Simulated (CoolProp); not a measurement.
Vapour-liquid equilibrium of n-heptane (1) + m-xylene (2) at 495.9 K; x and y are mole fractions of (1).

Computed with CoolProp (multi-fluid Helmholtz-energy mixture model, Span 2003 and Zhou 2012; pair parameters Bell 2016).

```json
[
 {"x": "0.05", "bubble pressure (bar)": "6.737", "y at the bubble point": "0.106", "dew pressure at overall composition x (bar)": "6.474", "liquid density (mol/L)": "6.150"},
 {"x": "0.125", "bubble pressure (bar)": "7.427", "y at the bubble point": "0.235", "dew pressure at overall composition x (bar)": "6.834", "liquid density (mol/L)": "6.020"},
 {"x": "0.2", "bubble pressure (bar)": "8.077", "y at the bubble point": "0.341", "dew pressure at overall composition x (bar)": "7.229", "liquid density (mol/L)": "5.893"},
 {"x": "0.275", "bubble pressure (bar)": "8.697", "y at the bubble point": "0.430", "dew pressure at overall composition x (bar)": "7.662", "liquid density (mol/L)": "5.766"},
 {"x": "0.35", "bubble pressure (bar)": "9.294", "y at the bubble point": "0.508", "dew pressure at overall composition x (bar)": "8.138", "liquid density (mol/L)": "5.640"},
 {"x": "0.425", "bubble pressure (bar)": "9.874", "y at the bubble point": "0.578", "dew pressure at overall composition x (bar)": "8.660", "liquid density (mol/L)": "5.516"},
 {"x": "0.5", "bubble pressure (bar)": "10.44", "y at the bubble point": "0.642", "dew pressure at overall composition x (bar)": "9.229", "liquid density (mol/L)": "5.392"},
 {"x": "0.575", "bubble pressure (bar)": "11.00", "y at the bubble point": "0.701", "dew pressure at overall composition x (bar)": "9.849", "liquid density (mol/L)": "5.268"},
 {"x": "0.65", "bubble pressure (bar)": "11.56", "y at the bubble point": "0.757", "dew pressure at overall composition x (bar)": "10.52", "liquid density (mol/L)": "5.145"},
 {"x": "0.725", "bubble pressure (bar)": "12.13", "y at the bubble point": "0.811", "dew pressure at overall composition x (bar)": "11.24", "liquid density (mol/L)": "5.021"},
 {"x": "0.8", "bubble pressure (bar)": "12.69", "y at the bubble point": "0.864", "dew pressure at overall composition x (bar)": "12.00", "liquid density (mol/L)": "4.896"},
 {"x": "0.875", "bubble pressure (bar)": "13.27", "y at the bubble point": "0.915", "dew pressure at overall composition x (bar)": "12.81", "liquid density (mol/L)": "4.771"},
 {"x": "0.95", "bubble pressure (bar)": "13.85", "y at the bubble point": "0.966", "dew pressure at overall composition x (bar)": "13.66", "liquid density (mol/L)": "4.644"}
]
```

No azeotrope shows between x = 0.05 and 0.95.

Pair parameters are fitted to limited data, so mixtures are less certain than the pure fluids.
